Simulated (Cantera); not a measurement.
A closed system holds: 1 mol V2O5, a varied amount of H2, held at 7.50 Torr.

Equilibrium computed with Cantera from the NASA thermochemical tables; the gas is ideal and each condensed phase is pure. Candidate condensed phases: H2O, V, VO, V2O3, V2O4, V2O5; 12 gas species. Mutual solubility and eutectic melting of coexisting phases are not modelled. VO: taken at fixed stoichiometry. Condensed phases not in the tables: the oxides between V2O3 and V2O5 other than VO2. Rates play no part.

Stable condensed phases, one row left out:

```
T in °C \ n(H2) in mol
          83 100 120 150 190 230 280 340 420 510 630
   1600    A   A   B   B   C   C   C   C   C   C   C
   1500    A   A   A   A   B   B   C   C   C   C   C
   1400    A   A   A   A   A   A   B   B   C   C   C
   1300    A   A   A   A   A   A   A   A   B   B   C
   1100    A   A   A   A   A   A   A   A   A   A   A
   1000    A   A   A   A   A   A   A   A   A   A   A
    900    A   A   A   A   A   A   A   A   A   A   A
    800    A   A   A   A   A   A   A   A   A   A   A
```

A: V2O3; B: VO + V2O3; C: VO.

**Question.** Give the row for 1200 °C.

**Answer.** 83: V2O3; 100: V2O3; 120: V2O3; 150: V2O3; 190: V2O3; 230: V2O3; 280: V2O3; 340: V2O3; 420: V2O3; 510: V2O3; 630: V2O3.
